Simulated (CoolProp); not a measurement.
A closed Brayton cycle with carbon dioxide: compressor inlet 312.15 K and 8.5 MPa, high pressure 16.5 MPa, turbine inlet 955 K, compressor efficiency 0.8, turbine efficiency 0.93, recuperator effectiveness 0.9 (on enthalpy, no pinch check). Each further row changes one setting.

The numbers come from the reference Helmholtz-energy equation of state, Span 1996 in CoolProp.

| case | thermal efficiency (%) | net work (kJ/kg) | compressor to turbine work | compressor exit (K) | turbine exit (K) |
|---|---|---|---|---|---|
| as stated | 33.0 | 86.2 | 0.20 | 350.2 | 864.0 |
| turbine inlet 905 K | 32.1 | 80.2 | 0.21 | 350.2 | 817.3 |
| compressor inlet 322.15 K | 33.3 | 76.7 | 0.29 | 375.1 | 864.0 |
| high pressure 14 MPa | 29.0 | 66.5 | 0.19 | 340.6 | 886.1 |
| recuperator effectiveness 0.5 | 17.0 | 86.2 | 0.20 | 350.2 | 864.0 |
